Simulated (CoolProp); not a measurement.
Vapour-liquid equilibrium of R143a (1) + R1234yf (2) at 135 kPa; x and y are mole fractions of (1).

Model: multi-fluid Helmholtz-energy mixture model, Lemmon and Jacobsen 2000 and Lemmon 2022; pair parameters Bell 2016, in CoolProp.

Problem. Give the bubble temperature and the first vapour's composition at x = 0.125, 0.35, 0.95. Is there an azeotrope?

Solution. x = 0.125: 246.8 K, y = 0.239; x = 0.35: 241.8 K, y = 0.535; x = 0.95: 232.7 K, y = 0.974. No azeotrope shows between x = 0.05 and 0.95.

The pair parameters rest on a limited set of measurements; away from them the model extrapolates.
